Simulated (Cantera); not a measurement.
An isothermal, constant-pressure homogeneous reactor starts with 9.93 % NO, 87.4 % N2, 2.68 % H2O, at 1773 K and 0.0140 bar.

Model: GRI-Mech 3.0 (53 species, 325 reactions), integrated in Cantera. Radical loss at walls, strong at low pressure, is not modelled.

Problem. Predict: x(NO) at 60.0 s; x(O) at 60.0 s; x(O2) at 60.0 s; x(N2) at 60.0 s; x(NO2) at 60.0 s; x(N2O) at 60.0 s.

Solution. 
| Item | Value |
|---|---|
| x(NO) at 60.0 s | 0.0894 (gas-phase equilibrium 0.00198) |
| x(O) at 60.0 s | 5.79e-5 (gas-phase equilibrium 0.000176) |
| x(O2) at 60.0 s | 0.00490 (gas-phase equilibrium 0.0484) |
| x(N2) at 60.0 s | 0.879 (gas-phase equilibrium 0.922) |
| x(NO2) at 60.0 s | 4.17e-6 (gas-phase equilibrium 2.98e-7) |
| x(N2O) at 60.0 s | 1.60e-6 (gas-phase equilibrium 1.46e-8) |
